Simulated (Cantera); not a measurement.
Feed: 1 mol SiO₂, 14 mol HCl, at 1698.15 K and 90.0 Torr.

Cantera equilibrium calculation (NASA polynomials, part measured and part estimated; ideal gas, pure solids and liquids). Candidate condensed phases: H₂O, Si, SiO₂; 30 gas species. The tables' values for SiCl₃ are old estimates; treat these amounts as uncertain. The tables hold silica as quartz up to 1696 K and as liquid above; real silica turns to tridymite and cristobalite and melts near 1996 K. Kinetics and transport are ignored.

Base state: HCl 0.990, Cl 0.00587, H₂ 0.00300, H₂O 0.000829, SiCl₄ 0.000367, Cl₂ 0.000114, SiCl₃ 3.65e-5, H 2.29e-5 (mole fractions); condensed: SiO₂(condensed).

### Question
What changes in the equilibrium state with this change: SiO₂ replaced by B₂O₃?

### Answer
| species | before | after |
|---|---|---|
| HCl | 0.990 | 0.953 |
| HBO₂ | 0 | 0.0149 |
| BOCl | 0 | 0.0123 |
| SiCl₄ | 0.000367 | 0 |
| B₂O₃ | 0 | 0.00633 |
| BCl₃ | 0 | 0.00164 |
| B₃O₃Cl₃ | 0 | 0.000614 |
| SiO₂(condensed), mol | 0.994 | 0 |
| B₂O₃(l), mol | 0 | 0.689 |
The tables' values for BOCl are old estimates; treat these amounts as uncertain. Gases not in the tables: H₃BO₃, BHCl₂. Further candidate phases: B, B₂O₃, B₃O₃H₃.
